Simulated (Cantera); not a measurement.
Source: NASA polynomial tables (part measured, part estimated), evaluated in Cantera. Values are per mole of reaction as written; species without (g) are pure solids or liquids, kept so even where they would boil at 1 bar.

**Question.** Between 2100 and 3000 K, where is each reaction favourable under standard conditions?
- Ti₃O₅ + 2 C₂H₄(g) ⇌ C₃H₈(g) + 3 TiO(g) + CO₂(g)

**Answer.** 
- Ti₃O₅ + 2 C₂H₄(g) ⇌ C₃H₈(g) + 3 TiO(g) + CO₂(g): ΔG° is 895 kJ at 2100 K and 561 kJ at 3000 K; it stays positive (K < 1). ΔH° is 1622 kJ and ΔS° 354 J/K at 3000 K.
